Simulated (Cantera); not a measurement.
Feed: 1 mol C3H6, 9.4 mol H2, 3.8 mol N2, held at 0.0133 bar.

Method: chemical equilibrium by Gibbs-energy minimisation in Cantera with the NASA 1993 tables (ideal gas, pure condensed phases). Candidate condensed phases: C, C6H6, C7H8, C8H18; 92 gas species. Kinetics and transport are ignored.

Task: At 750 K, list the 4 most abundant gas species with their mole fractions, and the condensed phases.

Result: H2 0.737, N2 0.240, CH4 0.0231, NH3 2.11e-5. Condensed: C(graphite).
